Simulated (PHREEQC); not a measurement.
Make-up at 35 °C: 0.0055 mol LiOH and 0.00015 mol CO2 per kg of water. Closed to the air; pH follows from the charge balance.

Equilibrium calculation in PHREEQC: ion-association model, phreeqc.dat.

Task: The ionic strength comes out as 0.00564 mol/kgw. What activity coefficients do CO3-2, HCO3-, OH-, Li+ get?

Result: CO3-2 0.73, HCO3- 0.92, OH- 0.92, Li+ 0.92.

This is a speciation only: nothing precipitates in the calculation. Species that the database lacks are ignored.
